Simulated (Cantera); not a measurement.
Charge: 1 mol PbO, 0.32 mol CH4, 0.27 mol CO, at 1000 K and 4.90 bar.

Equilibrium computed with Cantera from the NASA thermochemical tables; the gas is ideal and each condensed phase is pure. Candidate condensed phases: C, C6H6, C7H8, C8H18, H2O, Pb, PbO, PbO2, Pb3O4; 113 gas species. Kinetics and transport are ignored.

Base state: CO2 0.297, H2O 0.273, H2 0.239, CO 0.182, CH4 0.00830 (mole fractions); condensed: Pb(l).

What changes in the equilibrium state with this change: CH4 from 0.32 to 0.76 mol?


| species | before | after |
|---|---|---|
| H2 | 0.239 | 0.416 |
| CO | 0.182 | 0.210 |
| H2O | 0.273 | 0.169 |
| CO2 | 0.297 | 0.123 |
| CH4 | 0.00830 | 0.0811 |
| Pb(l), mol | 1.000 | 1.000 |
| C(graphite), mol | 0 | 0.189 |
